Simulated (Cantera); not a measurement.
A perfectly stirred reactor is fed with CO : O₂ : H₂O : N₂ = 0.026 : 0.014 : 0.039 : 1 (molar parts), equivalence ratio 0.93, at 180 Torr; it is held at 1200 K, and followed from long to short residence time.

Model: GRI-Mech 3.0 (53 species, 325 reactions), integrated in Cantera.

x: mole fraction; the columns are a selection and need not sum to one.

| τ (s) | x CO | x O₂ | x H₂O | x H₂O₂ | x N₂O | x NO |
|---|---|---|---|---|---|---|
| 0.79 | ___ | 0.00165 | 0.0359 | 8.03e-8 | 1.85e-8 | 5.90e-7 |
| 0.49 | ___ | 0.00184 | 0.0357 | 8.84e-8 | 1.78e-8 | 6.76e-7 |
| 0.31 | ___ | 0.00206 | 0.0355 | 9.57e-8 | 1.73e-8 | 7.63e-7 |
| 0.19 | ___ | 0.00235 | 0.0353 | 1.03e-7 | 1.70e-8 | 8.55e-7 |
| 0.12 | ___ | 0.00268 | 0.0350 | 1.09e-7 | 1.69e-8 | 9.34e-7 |
| 0.073 | ___ | 0.00311 | 0.0347 | 1.15e-7 | 1.69e-8 | 1.00e-6 |
| 0.046 | ___ | 0.00360 | 0.0344 | 1.21e-7 | 1.71e-8 | 1.04e-6 |
| 0.028 | ___ | 0.00423 | 0.0341 | 1.26e-7 | 1.75e-8 | 1.03e-6 |
| 0.018 | ___ | 0.00491 | 0.0338 | 1.31e-7 | 1.80e-8 | 9.80e-7 |
| 0.011 | ___ | 0.00581 | 0.0336 | 1.36e-7 | 1.87e-8 | 8.61e-7 |
| 0.0068 | ___ | 0.00683 | 0.0335 | 1.39e-7 | 1.94e-8 | 6.86e-7 |

Q: Some entries are withheld; supply them.

A: 
- 0.79, x CO: 0.000887
- 0.49, x CO: 0.00114
- 0.31, x CO: 0.00144
- 0.19, x CO: 0.00185
- 0.12, x CO: 0.00233
- 0.073, x CO: 0.00300
- 0.046, x CO: 0.00380
- 0.028, x CO: 0.00489
- 0.018, x CO: 0.00612
- 0.011, x CO: 0.00784
- 0.0068, x CO: 0.00994
